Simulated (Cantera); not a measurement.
A diamond (100) surface in a fixed gas of H2 with x(CH4) = 0.007, x(CH3) = 0.0019, at 1023 K, 8.25 Torr; coverages are run to steady state.

Model: the Harris–Goodwin 1993 mechanism for the reconstructed diamond (100) surface, integrated in Cantera.

One state of this run: growth (µm/h) = 9.66; θ c6HH = 0.523; θ c6H* = 0.0184; θ c6*H = 0.354; θ c6** = 0.00992; θ c6HM = 0.0673. θ: site fractions in the mechanism's names (c6HH fully hydrogenated, c6H* and c6*H radical sites, c6** diradical, c6HM methylated).

Which value of x(H) does it belong to?
A) 0.00039
B) 0.0015
C) 0.011
D) 0.003

C, 0.011
